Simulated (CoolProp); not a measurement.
C3F8 (R218) at 293.15 K and 1.17 MPa flows at 21 m/s in a round tube of 1 mm bore and 45 µm roughness, fully developed (64/Re and Nu = 3.66 if laminar; Colebrook and Gnielinski if turbulent). Each further row changes one setting.

Model: reference Helmholtz-energy equation of state, Lemmon 2006, in CoolProp. It is a short technical equation, of lower accuracy than the large ones.

| case | Reynolds number | Darcy friction factor | pressure drop (Pa/m) | heat-transfer coefficient (W/(m² K)) | mass flow (kg/h) |
|---|---|---|---|---|---|
| as stated | 155000 | 0.0683 | 2.05e7 | 91800 | 80.7 |
| velocity 42 m/s | 310000 | 0.0683 | 8.18e7 | 184000 | 161 |
| diameter 2 mm | 310000 | 0.0510 | 7640000 | 75600 | 323 |

Viscosity comes from a separate model (Huber 2003), an estimate that may be off by 10 % or more. Thermal conductivity comes from a separate model (Huber 2003), an estimate that may be off by 10 % or more.
